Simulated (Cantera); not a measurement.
An isothermal, constant-pressure homogeneous reactor starts with CH₄ : O₂ : N₂ = 0.018 : 0.032 : 1 (molar parts), equivalence ratio 1.1, at 925 K and 1.00 bar. Integrator tolerance rtol = 1e-08.

Computed with Cantera and GRI-Mech 3.0 (53 species, 325 reactions). Below about 1000 K GRI-Mech 3.0 lacks low-temperature oxidation paths. The temperature is held fixed by assumption; the heat of reaction is taken as removed at once.

**Question.** What does this change do: temperature 925 to 1198 K?

**Answer.** 
```
quantity                                           before                                      after
----------------  ---------------------------------------  -----------------------------------------
x(CH₄) at 4.00 s   0.0171 (gas-phase equilibrium 4.02e-9)  3.14e-12 (gas-phase equilibrium 4.08e-12)
x(O₂) at 4.00 s     0.0305 (gas-phase equilibrium <1e-12)    1.96e-11 (gas-phase equilibrium <1e-12)
x(H₂O) at 4.00 s   2.17e-6 (gas-phase equilibrium 0.0282)      0.0296 (gas-phase equilibrium 0.0296)
x(NO) at 4.00 s     <1e-12 (gas-phase equilibrium <1e-12)   4.98e-7 (gas-phase equilibrium 3.66e-11)
x(C₂H) at 4.00 s    <1e-12 (gas-phase equilibrium <1e-12)      <1e-12 (gas-phase equilibrium <1e-12)
x(N₂O) at 4.00 s  1.03e-12 (gas-phase equilibrium <1e-12)     1.73e-9 (gas-phase equilibrium <1e-12)
```
